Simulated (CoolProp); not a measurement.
Saturated liquid density (kg/m³) of CH2F2 (R32): the reference equation beside estimates from Tc = 351.3 K, pc = 57.83 bar, ω = 0.277.

The numbers come from the reference Helmholtz-energy equation of state, Tillner-Roth 1997 in CoolProp.

| T (K) | reference | Redlich-Kwong | Peng-Robinson |
|---|---|---|---|
| 234.2 | 1177 | 881.6 | 1038 |
| 239.4 | 1162 | [?] | 1025 |
| 244.6 | [?] | 855.7 | 1011 |
| 249.7 | 1131 | [?] | 997.6 |
| 254.9 | [?] | [?] | 982.9 |
| 260.1 | [?] | 813.9 | [?] |
| 265.2 | 1082 | 799.2 | 951.6 |
| 270.4 | 1065 | 783.7 | 934.6 |
| 275.6 | 1047 | 767.6 | 916.8 |
| 280.7 | 1029 | 751.2 | 898.4 |

Fill in the missing entries.


- 239.4, Redlich-Kwong: 868.9
- 244.6, reference: 1147
- 249.7, Redlich-Kwong: 842.4
- 254.9, reference: 1115
- 254.9, Redlich-Kwong: 828.4
- 260.1, reference: 1099
- 260.1, Peng-Robinson: 967.4

Absolute difference from the reference over all 10 rows, mean and median: Redlich-Kwong 25.9 and 25.8 %, Peng-Robinson 12.0 and 11.9 %.
